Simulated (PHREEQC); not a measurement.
Solution (90 °C): 0.013 mol HF, 0.026 mol (CH3)4NF and 0.008 mol (NH4)2SiF6 per kg of water. Closed to the air; pH follows from the charge balance.

All values are PHREEQC results (ion-association model, wateq4f.dat), not measurements.

Each row changes one thing in this solution. No solid was allowed to form.

```tsv
case	pH	ionic strength (mol/kgw)	F- (mol/kgw)	HF (mol/kgw)	HF2- (mol/kgw)	H4SiO4 (mol/kgw)	SI of Quartz (SiO2)
as made	3.96	0.0501	0.0250	0.0117	0.00123	3.49e-5	-1.26
diluted 5-fold with water	3.77	0.00931	0.00698	___	___	0.000881	+0.14
(CH3)4NF left out	2.95	0.0244	0.00294	0.0151	0.000185	___	+0.16
0.00026 mol/kgw KOH added	3.97	0.0503	0.0252	0.0115	0.00121	3.70e-5	-1.23
temperature from 90 to 15 °C	3.38	0.0505	0.0255	0.0107	0.000968	3.98e-10	-5.26
temperature from 90 to 75 °C	3.83	0.0502	0.0249	0.0115	___	4.09e-6	___
```

Question: Fill in the missing entries.

Answer: 
- diluted 5-fold with water, HF (mol/kgw): 0.00576
- diluted 5-fold with water, HF2- (mol/kgw): 0.000167
- (CH3)4NF left out, H4SiO4 (mol/kgw): 0.000918
- temperature from 90 to 75 °C, HF2- (mol/kgw): 0.00126
- temperature from 90 to 75 °C, SI of Quartz (SiO2): -2.03

Species that the database lacks are ignored. Some of these states are supersaturated (in Quartz (slow to form), for instance). (CH3)4N+ isn't in the database: it is added as a free cation with an ion size of 4 Å. Away from 25 °C the constants follow the database's enthalpies or fits; those with neither stay at their 25 °C values. SiF6-2 is the database's only silicon fluoride.
